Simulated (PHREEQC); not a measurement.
## Polishing slurry liquid (model solution)

Solution (34 °C): 0.0081 mol/kgw KOH, 0.063 mol/kgw Fe(NO3)3 and 0.027 mol/kgw CuSO4. Closed to the air; pH follows from the charge balance.

All values are PHREEQC results (ion-association model, phreeqc.dat), not measurements.

Precipitation was switched off in this run.

Task: Estimate the pH, ionic strength.

Result: pH 1.95; ionic strength 0.337 mol/kgw.

Task: In which forms is S present?

Result: FeSO4+ 74 %, SO4-2 9.9 %, FeHSO4+2 5.7 %, HSO4- 4.3 %, CuSO4 3.4 %, Fe(SO4)2- 2.1 % of the S.

Examples of supersaturated solids here: Jarosite-K, Hematite (slow to form). Others may be too.
